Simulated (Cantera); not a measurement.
Charge: 1 mol Si, 0.22 mol H₂O, 120 mol H₂, 0.091 mol N₂O, equilibrated at 100 Torr.

Equilibrium computed with Cantera from the NASA thermochemical tables; the gas is ideal and each condensed phase is pure. Candidate condensed phases: H₂O, Si, SiO₂, Si₂N₂O, Si₃N₄; 35 gas species. Gases not in the tables: Si₂H₆ and higher silanes. Equilibrium is a limit: real reactors are often held back by kinetics, nucleation or transport. All values below are at 1923 K.

Base state: H₂ 0.994, SiO 0.00257, H 0.00257, N₂ 0.000753, Si 0.000127, SiH₂ 6.69e-5, SiH 3.79e-5 (mole fractions); condensed: Si(l).

What changes in the equilibrium state with this change: N₂O from 0.091 to 0.14 mol?


```json
[
 {"species": "H₂", "before": "0.994", "after": "0.993"},
 {"species": "SiO", "before": "0.00257", "after": "0.00298"},
 {"species": "H", "before": "0.00257", "after": "0.00257"},
 {"species": "N₂", "before": "0.000753", "after": "0.00116"},
 {"species": "SiH₂", "before": "6.69e-5", "after": "6.68e-5"},
 {"species": "SiH", "before": "3.79e-5", "after": "3.79e-5"},
 {"species": "Si", "before": "0.000127", "after": "0.000127"},
 {"species": "Si(l), mol", "before": "0.660", "after": "0.611"}
]
```
